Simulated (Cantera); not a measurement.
An isothermal, constant-pressure homogeneous reactor starts with C₂H₄ : H₂ : H₂O = 1 : 53 : 2 (molar parts), at 1025 K and 100000 Pa.

Cantera simulation using GRI-Mech 3.0 (53 species, 325 reactions); the numbers are that mechanism's predictions, not measurements. GRI-Mech 3.0 was tuned for natural gas; its chemistry of ethylene as a main component is partial and can be far from experiment.

One state of this run: x C₂H₄ = 0.00519; x H₂ = 0.941; x C₂H = <1e-12; x CH₂ = <1e-12; x CH₃ = 2.00e-8; x C₂H₂ = 1.91e-5. x: mole fraction; the columns are a selection and need not sum to one.

Which value of t (s) does it belong to?
A) 0.293
B) 1.26
C) 100
D) 23.3

D, 23.3
